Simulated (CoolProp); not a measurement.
Vapour-liquid equilibrium of R143a (1) + isobutane (2) at 10.85 °C; x and y are mole fractions of (1).

The numbers come from the multi-fluid Helmholtz-energy mixture model, Lemmon and Jacobsen 2000 and Bücker 2006; pair parameters Bell 2016 in CoolProp.

Give the bubble pressure and the first vapour's composition at x = 0.45, 0.55, 0.95. Is there an azeotrope?

x = 0.45: 0.6899 MPa, y = 0.736; x = 0.55: 0.7304 MPa, y = 0.770; x = 0.95: 0.8502 MPa, y = 0.958. No azeotrope shows between x = 0.05 and 0.95.

The pair parameters rest on a limited set of measurements; away from them the model extrapolates.
